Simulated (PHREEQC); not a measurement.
Make-up at 76 °C: 0.0013 mol/kgw NaOH and 0.00017 mol/kgw K2CO3. Closed to the air; pH follows from the charge balance.

Model: ion-association model, phreeqc.dat, run in PHREEQC.

This is a speciation only: nothing precipitates in the calculation.

Question: Order these C species by the share of C that they hold, largest first: CO3-2, NaCO3-, HCO3-.

Answer: HCO3- (61 %), CO3-2 (33 %), NaCO3- (5.8 %)

The pH is 9.79 and the ionic strength 0.00169 mol/kgw. Away from 25 °C the constants follow the database's enthalpies or fits; those with neither stay at their 25 °C values.
